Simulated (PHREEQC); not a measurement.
H2SO4 is added in steps, without added water, to 1 kg of water holding 1.3 mol MgCl2, 1.6 mol MnCl2 and 0.86 mol NaCl, at 20 °C. CO2 is held at log p = -3.4 (atm). Nothing may precipitate in this run.

Base run: PHREEQC, Pitzer model, pitzer.dat. Each further column changes one thing. The table gives pH.

```json
[
 {"H2SO4 added (mol)": "0", "base": "4.53", "NaCl left out": "4.66", "MgCl2 from 1.3 to 0.26 mol/kgw": "4.94", "solids may form": "4.53"},
 {"H2SO4 added (mol)": "8.05e-05", "base": "2.74", "NaCl left out": "?", "MgCl2 from 1.3 to 0.26 mol/kgw": "3.25", "solids may form": "2.74"},
 {"H2SO4 added (mol)": "0.0001495", "base": "2.47", "NaCl left out": "2.63", "MgCl2 from 1.3 to 0.26 mol/kgw": "2.98", "solids may form": "2.47"},
 {"H2SO4 added (mol)": "0.00023", "base": "2.28", "NaCl left out": "?", "MgCl2 from 1.3 to 0.26 mol/kgw": "2.79", "solids may form": "2.28"},
 {"H2SO4 added (mol)": "0.0003105", "base": "2.15", "NaCl left out": "2.31", "MgCl2 from 1.3 to 0.26 mol/kgw": "2.66", "solids may form": "2.15"},
 {"H2SO4 added (mol)": "0.0003795", "base": "2.07", "NaCl left out": "2.22", "MgCl2 from 1.3 to 0.26 mol/kgw": "2.57", "solids may form": "2.07"},
 {"H2SO4 added (mol)": "0.00046", "base": "1.98", "NaCl left out": "?", "MgCl2 from 1.3 to 0.26 mol/kgw": "2.49", "solids may form": "1.98"}
]
```

Task: Complete the blanks.

Result: 
- 8.05e-05, NaCl left out: 2.89
- 0.00023, NaCl left out: 2.44
- 0.00046, NaCl left out: 2.14

In brines, pH and single-ion activities rest on the MacInnes convention. Solids allowed in the column 'solids may form': Bischofite, Bloedite, Brucite, Burkeite, Epsomite, Halite, Hexahydrite, Kieserite, Nesquehonite, Mirabilite, Nahcolite, Natron, Thenardite, Trona, MgCl2_4H2O.
